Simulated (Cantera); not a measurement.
An adiabatic, constant-pressure homogeneous reactor starts with CO : H2 : CH4 : O2 : N2 : H2O = 1 : 1 : 0.32 : 3.9 : 12.9 : 1.4 (molar parts), equivalence ratio 0.42, at 1648 K and 15.0 bar. Integrator tolerance rtol = 1e-08.

Detailed kinetics in Cantera: GRI-Mech 3.0 (53 species, 325 reactions). The pressure lies above the range GRI-Mech 3.0 was tuned for (to about 10 atm).

Problem. What does this change do: constant volume in place of constant pressure?

Solution. 
```tsv
quantity	before	after
time of steepest temperature rise	2.35 µs	2.24 µs
temperature at 2.00 s	2542 K	2696 K
equilibrium temperature	2542 K	2696 K
x(CO) at 2.00 s	0.00237 (gas-phase equilibrium 0.00237)	0.00393 (gas-phase equilibrium 0.00393)
x(H2) at 2.00 s	0.000868 (gas-phase equilibrium 0.000868)	0.00136 (gas-phase equilibrium 0.00136)
x(CH4) at 2.00 s	<1e-12 (gas-phase equilibrium <1e-12)	<1e-12 (gas-phase equilibrium <1e-12)
x(CH2O) at 2.00 s	1.24e-11 (gas-phase equilibrium 1.24e-11)	5.05e-11 (gas-phase equilibrium 5.05e-11)
x(HCO) at 2.00 s	1.10e-9 (gas-phase equilibrium 1.10e-9)	4.30e-9 (gas-phase equilibrium 4.30e-9)
x(CH3) at 2.00 s	<1e-12 (gas-phase equilibrium <1e-12)	<1e-12 (gas-phase equilibrium <1e-12)
x(C2H6) at 2.00 s	<1e-12 (gas-phase equilibrium <1e-12)	<1e-12 (gas-phase equilibrium <1e-12)
```

Problem. What does this change do: initial temperature 1648 to 1075 K?

Solution. 
| quantity | before | after |
|---|---|---|
| time of steepest temperature rise | 2.35 µs | 2.37 ms |
| temperature at 2.00 s | 2542 K | 2091 K |
| equilibrium temperature | 2542 K | 2091 K |
| x(CO) at 2.00 s | 0.00237 (gas-phase equilibrium 0.00237) | 0.000143 (gas-phase equilibrium 0.000143) |
| x(H2) at 2.00 s | 0.000868 (gas-phase equilibrium 0.000868) | 6.70e-5 (gas-phase equilibrium 6.70e-5) |
| x(CH4) at 2.00 s | <1e-12 (gas-phase equilibrium <1e-12) | <1e-12 (gas-phase equilibrium <1e-12) |
| x(CH2O) at 2.00 s | 1.24e-11 (gas-phase equilibrium 1.24e-11) | <1e-12 (gas-phase equilibrium <1e-12) |
| x(HCO) at 2.00 s | 1.10e-9 (gas-phase equilibrium 1.10e-9) | 3.93e-12 (gas-phase equilibrium 3.93e-12) |
| x(CH3) at 2.00 s | <1e-12 (gas-phase equilibrium <1e-12) | <1e-12 (gas-phase equilibrium <1e-12) |
| x(C2H6) at 2.00 s | <1e-12 (gas-phase equilibrium <1e-12) | <1e-12 (gas-phase equilibrium <1e-12) |

Problem. What does this change do: CH4 0.32 to 0.48 parts?

Solution. 
```tsv
quantity	before	after
time of steepest temperature rise	2.35 µs	3.19 µs
temperature at 2.00 s	2542 K	2643 K
equilibrium temperature	2542 K	2643 K
x(CO) at 2.00 s	0.00237 (gas-phase equilibrium 0.00237)	0.00460 (gas-phase equilibrium 0.00460)
x(H2) at 2.00 s	0.000868 (gas-phase equilibrium 0.000868)	0.00162 (gas-phase equilibrium 0.00162)
x(CH4) at 2.00 s	<1e-12 (gas-phase equilibrium <1e-12)	<1e-12 (gas-phase equilibrium <1e-12)
x(CH2O) at 2.00 s	1.24e-11 (gas-phase equilibrium 1.24e-11)	4.47e-11 (gas-phase equilibrium 4.47e-11)
x(HCO) at 2.00 s	1.10e-9 (gas-phase equilibrium 1.10e-9)	3.82e-9 (gas-phase equilibrium 3.82e-9)
x(CH3) at 2.00 s	<1e-12 (gas-phase equilibrium <1e-12)	<1e-12 (gas-phase equilibrium <1e-12)
x(C2H6) at 2.00 s	<1e-12 (gas-phase equilibrium <1e-12)	<1e-12 (gas-phase equilibrium <1e-12)
```
